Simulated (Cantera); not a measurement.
A closed system holds: 1 mol AlBr3, 30 mol N2O, 8.3 mol H2, at 1725 °C and 1.60 mbar.

Equilibrium computed with Cantera from the NASA thermochemical tables; the gas is ideal and each condensed phase is pure. Candidate condensed phases: Al, AlBr3, AlN, Al2O3, Br2, H2O; 41 gas species. Kinetics and transport are ignored.

Base state: N2 0.576, O2 0.188, H2O 0.149, Br 0.0551, OH 0.0120, O 0.00714, NO 0.00615, HBr 0.00279 (mole fractions); condensed: Al2O3(s).

**Question.** What changes in the equilibrium state with this change: pressure from 1.60 mbar to 0.130 bar?

**Answer.** 
```tsv
species	before	after
N2	0.576	0.581
O2	0.188	0.194
H2O	0.149	0.155
OH	0.0120	0.00413
O	0.00714	0.000806
Br	0.0551	0.0505
Br2	9.88e-7	6.74e-5
H	0.00199	7.43e-5
H2	0.00245	0.000278
Al2O3(s), mol	0.500	0.500
```
Gases not in the tables: Al(OH)3.
